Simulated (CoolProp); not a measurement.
Vapour-liquid equilibrium of CH2F2 (R32) (1) + R1234ze(E) (2) at 6.65 °C; x and y are mole fractions of (1).

Model: multi-fluid Helmholtz-energy mixture model, Tillner-Roth 1997 and Thol 2016; pair parameters Bell 2023, in CoolProp.

```tsv
x	bubble pressure, mixture model (MPa)	bubble pressure, Raoult's law (MPa)	y, mixture model	y, Raoult's law
0.05	[?]	0.3111	[?]	0.161
0.2	[?]	0.4200	0.473	0.477
0.35	0.5565	0.5289	[?]	0.662
0.5	0.6619	0.6378	0.754	0.785
0.65	[?]	0.7467	0.839	0.871
0.8	0.8613	0.8556	0.911	0.936
0.95	0.9650	0.9645	[?]	0.986
```

Problem. Some entries are withheld; supply them.

Solution. 
- 0.05, bubble pressure, mixture model (MPa): 0.3174
- 0.05, y, mixture model: 0.166
- 0.2, bubble pressure, mixture model (MPa): 0.4416
- 0.35, y, mixture model: 0.643
- 0.65, bubble pressure, mixture model (MPa): 0.7618
- 0.95, y, mixture model: 0.979

The largest gap from Raoult's law is +5.2 % in bubble pressure, at x = 0.35. No azeotrope shows between x = 0.05 and 0.95.

The pair parameters rest on a limited set of measurements; away from them the model extrapolates.
